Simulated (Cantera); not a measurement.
Silicon oxide and oxynitride deposition: HMDSO + O2 + H2

A closed system holds: 1 mol HMDSO, 8.9 mol O2, 0.32 mol H2, equilibrated at 750 Torr.

Method: chemical equilibrium by Gibbs-energy minimisation in Cantera with the NASA 1993 tables (ideal gas, pure condensed phases). Candidate condensed phases: C, C6H6, C7H8, C8H18, H2O, Si, SiC, SiO2; 123 gas species. The feed counts by its element totals alone. The tables hold silica as quartz up to 1696 K and as liquid above; real silica turns to tridymite and cristobalite and melts near 1996 K. Gases not in the tables: Si(OH)4. Rates play no part.

| T (K) | x H2O | x CO2 | x H2 | x CO | x CH4 | x H | x OH | x SiO | n SiO2(α-quartz) | n SiO2(β-quartz) | n SiO2(condensed) | n SiO2(l) |
|---|---|---|---|---|---|---|---|---|---|---|---|---|
| 823 | 0.333 | 0.319 | 0.247 | 0.0651 | 0.0362 | 3.64e-12 | <1e-12 | <1e-12 | 2.00 | 0 | 0 | 0 |
| 923 | 0.313 | 0.268 | 0.292 | 0.122 | 0.00350 | 1.32e-10 | <1e-12 | <1e-12 | 0 | 2.00 | 0 | 0 |
| 1023 | 0.334 | 0.241 | 0.274 | 0.151 | 0.000191 | 2.17e-9 | 6.95e-12 | <1e-12 | 0 | 2.00 | 0 | 0 |
| 1123 | 0.355 | 0.220 | 0.254 | 0.172 | 1.53e-5 | 2.15e-8 | 1.54e-10 | <1e-12 | 0 | 2.00 | 0 | 0 |
| 1223 | 0.372 | 0.203 | 0.237 | 0.189 | 1.81e-6 | 1.46e-7 | 2.07e-9 | <1e-12 | 0 | 2.00 | 0 | 0 |
| 1323 | 0.385 | 0.189 | 0.223 | 0.203 | 2.90e-7 | 7.49e-7 | 1.87e-8 | 2.92e-12 | 0 | 2.00 | 0 | 0 |
| 1423 | 0.397 | 0.177 | 0.211 | 0.214 | 5.99e-8 | 3.05e-6 | 1.24e-7 | 8.70e-11 | 0 | 2.00 | 0 | 0 |
| 1523 | 0.407 | 0.168 | 0.202 | 0.224 | 1.52e-8 | 1.04e-5 | 6.45e-7 | 1.64e-9 | 0 | 2.00 | 0 | 0 |
| 1623 | 0.415 | 0.160 | 0.194 | 0.232 | 4.57e-9 | 3.04e-5 | 2.72e-6 | 2.13e-8 | 0 | 2.00 | 0 | 0 |
| 1723 | 0.421 | 0.153 | 0.187 | 0.239 | 1.58e-9 | 7.89e-5 | 9.74e-6 | 2.02e-7 | 0 | 0 | 2.00 | 0 |
| 1823 | 0.427 | 0.147 | 0.181 | 0.244 | 6.18e-10 | 0.000184 | 3.03e-5 | 1.45e-6 | 0 | 0 | 2.00 | 0 |
| 1923 | 0.432 | 0.142 | 0.176 | 0.249 | 2.67e-10 | 0.000395 | 8.35e-5 | 8.38e-6 | 0 | 0 | 2.00 | 0 |
| 2023 | 0.436 | 0.138 | 0.172 | 0.253 | 1.26e-10 | 0.000787 | 0.000208 | 4.04e-5 | 0 | 0 | 0 | 2.00 |
| 2123 | 0.439 | 0.134 | 0.167 | 0.257 | 6.35e-11 | 0.00147 | 0.000476 | 0.000167 | 0 | 0 | 0 | 2.00 |
x: gas mole fraction; n: condensed amount in mol.

At 823 K the condensed part is SiO2(α-quartz). From 923 K to 1623 K the condensed part is SiO2(β-quartz). From 1723 K to 1923 K the condensed part is SiO2(condensed). From 2023 K to 2123 K the condensed part is SiO2(l).
